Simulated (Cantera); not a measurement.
What does this Cantera script print?

```python
import numpy as np
import cantera as ct

gas_names = [...]  # 45 gases of nasa_gas.yaml made of Al, Cl, H, N, O
cond_names = """
    AL(cr) AL(L) ALCL3(s) ALCL3(L) ALN(s) AL2O3(a) AL2O3(L) H2O(s) H2O(L) NH4CL(a) NH4CL(b)
""".split()


# ... load() reads the species with a 1 bar reference pressure and builds the phases ...
atoms = {
    'AlCl3': {'AL': 1, 'CL': 3},
    'N2O': {'N': 2, 'O': 1},
    'H2': {'H': 2},
    'HCl': {'H': 1, 'CL': 1},
}
top_T = {'ALN(s)': 2750}  # K; cautious upper limits of use, not melting points


# ... equilibrate(T, P, feed) seeds the gas with the atoms and calls Mixture.equilibrate('TP', solver="vcs", rtol=1e-11, max_steps=5000) ...
results = []
feed = {'AlCl3': 1, 'N2O': 0.65, 'H2': 250, 'HCl': 0.86}  # mol
P = 1000  # Pa
for T in [925, 1075, 1225, 1375, 1525, 1675, 1825]:
    mix = equilibrate(T, P, feed)
    results.append((T, P, feed, dict(zip(mix.species_names, mix.species_moles))))

top = {s: max(r[3][s] / sum(r[3][g] for g in gas_names) for r in results) for s in gas_names}
cols = sorted((s for s in top if top[s] > 1e-06), key=lambda s: -top[s])[:6]
seen = [c for c in cond_names if any(r[3].get(c, 0) > 1e-12 for r in results)]
print("log10 of partial pressures in bar; condensed amounts in mol")
print(f"{'T/K':>10s}" + "".join(f"{s[:9]:>10s}" for s in cols + seen))
for T, P, feed, n in results:
    ng = sum(n[g] for g in gas_names)
    print(f"{T:10.4g}" + "".join(f"{np.log10(max(n[s] / ng * P / 1e5, 1e-99)):10.3f}" for s in cols)
          + "".join(f"{n.get(c, 0):10.4g}" for c in seen))
```

Result:

```
log10 of partial pressures in bar; condensed amounts in mol
       T/K        H2       HCL         H        N2      ALCL     ALCL3    ALN(s)  AL2O3(a)
       925    -2.007    -3.867   -10.588    -4.761   -11.289    -5.248     0.424    0.2167
      1075    -2.007    -3.878    -8.837    -4.748    -8.513    -5.173    0.3966    0.2167
      1225    -2.007    -3.888    -7.510    -4.731    -6.433    -5.128    0.3614    0.2167
      1375    -2.007    -3.927    -6.469    -4.606    -4.902    -5.244   0.04595    0.2166
      1525    -2.008    -3.895    -5.630    -4.591    -4.689    -6.219         0    0.2163
      1675    -2.008    -3.890    -4.939    -4.591    -4.658    -7.203         0    0.2131
      1825    -2.010    -3.895    -4.361    -4.592    -4.626    -8.034         0    0.1939
```

Equilibrium computed with Cantera from the NASA thermochemical tables; the gas is ideal and each condensed phase is pure. Mutual solubility and eutectic melting of coexisting phases are not modelled. The tables' values for AlCl2 are old estimates; treat these amounts as uncertain. Condensed phases not in the tables: AlOCl.
